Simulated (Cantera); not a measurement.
Charge: 1 mol SiH2Cl2, 1.8 mol HCl, 250 mol N2, held at 1748.15 K and 61.5 Torr.

These are equilibrium values from Cantera (NASA tables, ideal gas, pure condensed phases), not measurements of a reactor. Candidate condensed phases: NH4Cl, Si, Si3N4; 28 gas species. The tables' values for SiCl3 are old estimates; treat these amounts as uncertain. Kinetics and transport are ignored.

Base state: N2 0.985, HCl 0.00695, H2 0.00399, SiCl2 0.00385, SiCl3 7.75e-5, Cl 6.79e-5, H 5.04e-5 (mole fractions); condensed: gas only.

Q: What changes in the equilibrium state with this change: temperature from 1748.15 K to 1623.15 K?

A: 
| species | before | after |
|---|---|---|
| N2 | 0.985 | 0.985 |
| HCl | 0.00695 | 0.00885 |
| H2 | 0.00399 | 0.00306 |
| SiCl2 | 0.00385 | 0.00278 |
| SiCl4 | 2.78e-6 | 1.96e-5 |
| H | 5.04e-5 | 1.34e-5 |
| Cl | 6.79e-5 | 3.04e-5 |
| SiCl3 | 7.75e-5 | 0.000153 |
| Si3N4(s), mol | 0 | 0.0834 |

Q: What changes in the equilibrium state with this change: temperature from 1748.15 K to 1350 K?

A: 
| species | before | after |
|---|---|---|
| N2 | 0.985 | 0.986 |
| HCl | 0.00695 | 0.0121 |
| H2 | 0.00399 | 0.00145 |
| SiCl2 | 0.00385 | 0.000224 |
| SiCl4 | 2.78e-6 | 0.000497 |
| H | 5.04e-5 | 3.16e-7 |
| Cl | 6.79e-5 | 2.21e-6 |
| SiCl3 | 7.75e-5 | 0.000149 |
| Si3N4(s), mol | 0 | 0.260 |
N2 is the only nitrogen source here; it is nearly inert below about 1500 K, so the nitride shown seldom forms there in practice.

Q: What changes in the equilibrium state with this change: pressure from 61.5 Torr to 263 Torr?

A: 
| species | before | after |
|---|---|---|
| N2 | 0.985 | 0.985 |
| HCl | 0.00695 | 0.00813 |
| H2 | 0.00399 | 0.00341 |
| SiCl2 | 0.00385 | 0.00313 |
| SiCl4 | 2.78e-6 | 1.54e-5 |
| H | 5.04e-5 | 2.26e-5 |
| SiCl3 | 7.75e-5 | 0.000164 |
| Si3N4(s), mol | 0 | 0.0536 |
